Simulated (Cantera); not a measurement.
A diamond (100) surface in a fixed gas of H2 with x(CH4) = 0.0021, x(H) = 0.00054, x(CH3) = 0.0012, at 1400 K; coverages are run to steady state.

Model: the Harris–Goodwin 1993 mechanism for the reconstructed diamond (100) surface, integrated in Cantera.

One state of this run: growth (µm/h) = 4.81; θ c6HH = 0.462; θ c6H* = 0.0504; θ c6*H = 0.461; θ c6** = 0.0194; θ c6HM = 0.000593. θ: site fractions in the mechanism's names (c6HH fully hydrogenated, c6H* and c6*H radical sites, c6** diradical, c6HM methylated).

Which value of P (Pa) does it belong to?
(A) 11000
(B) 18000
(C) 700
(D) 2800

A, 11000
